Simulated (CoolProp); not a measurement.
Model: reference Helmholtz-energy equation of state, Penoncello 2003, in CoolProp.

Question: For CHF3 (R23), give the phase and the density (kg/m³), cv (kJ/(kg K)), Joule-Thomson coefficient (K/MPa), isothermal compressibility (1/MPa) at 207.3 K and 179 bar; 131.6 K and 0.279 bar.

Answer: 
- 207.3 K and 179 bar: liquid; density 1430, cv 0.718, Joule-Thomson coefficient -0.291, isothermal compressibility 0.00167
- 131.6 K and 0.279 bar: liquid; density 1660, cv 0.743, Joule-Thomson coefficient -0.370, isothermal compressibility 0.000721
